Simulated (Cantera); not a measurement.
A perfectly stirred reactor is fed with H₂ : O₂ = 0.057 : 1 (molar parts), at 610 Pa; it is held at 1275 K, and followed from long to short residence time.

Model: the H2/O2 subset of GRI-Mech 3.0, which has no nitrogen chemistry, integrated in Cantera. Radical loss at walls, strong at low pressure, is not modelled. The temperature is held fixed by assumption; the heat of reaction is taken as removed at once.

**Question.** What does this change do: 0.1 parts H2O added?

**Answer.** 
```
quantity                  before     after
----------------------  --------  --------
x(H₂) at τ = 0.410 s    0.000566  0.000820
x(O₂) at τ = 0.410 s       0.926     0.850
x(H) at τ = 0.410 s      0.00238   0.00167
x(O) at τ = 0.410 s       0.0161   0.00879
x(H₂O₂) at τ = 0.410 s   3.77e-8   8.04e-8
x(H₂) at τ = 15.0 ms     0.00262   0.00347
x(O₂) at τ = 15.0 ms       0.907     0.832
x(H) at τ = 15.0 ms      0.00825   0.00823
x(O) at τ = 15.0 ms       0.0324    0.0242
x(H₂O₂) at τ = 15.0 ms   5.05e-8   1.04e-7
```

**Question.** What does this change do: O2 1 to 0.11 parts?

**Answer.** 
| quantity | before | after |
|---|---|---|
| x(H₂) at τ = 0.410 s | 0.000566 | 0.00603 |
| x(O₂) at τ = 0.410 s | 0.926 | 0.571 |
| x(H) at τ = 0.410 s | 0.00238 | 0.0107 |
| x(O) at τ = 0.410 s | 0.0161 | 0.0164 |
| x(H₂O₂) at τ = 0.410 s | 3.77e-8 | 2.98e-7 |
| x(H₂) at τ = 15.0 ms | 0.00262 | 0.0252 |
| x(O₂) at τ = 15.0 ms | 0.907 | 0.508 |
| x(H) at τ = 15.0 ms | 0.00825 | 0.104 |
| x(O) at τ = 15.0 ms | 0.0324 | 0.0744 |
| x(H₂O₂) at τ = 15.0 ms | 5.05e-8 | 2.15e-7 |

**Question.** What does this change do: O2 1 to 5.8 parts?

**Answer.** 
| quantity | before | after |
|---|---|---|
| x(H₂) at τ = 0.410 s | 0.000566 | 8.69e-5 |
| x(O₂) at τ = 0.410 s | 0.926 | 0.983 |
| x(H) at τ = 0.410 s | 0.00238 | 0.000254 |
| x(O) at τ = 0.410 s | 0.0161 | 0.00650 |
| x(H₂O₂) at τ = 0.410 s | 3.77e-8 | 7.54e-9 |
| x(H₂) at τ = 15.0 ms | 0.00262 | 0.00110 |
| x(O₂) at τ = 15.0 ms | 0.907 | 0.982 |
| x(H) at τ = 15.0 ms | 0.00825 | 0.000504 |
| x(O) at τ = 15.0 ms | 0.0324 | 0.00693 |
| x(H₂O₂) at τ = 15.0 ms | 5.05e-8 | 1.64e-8 |
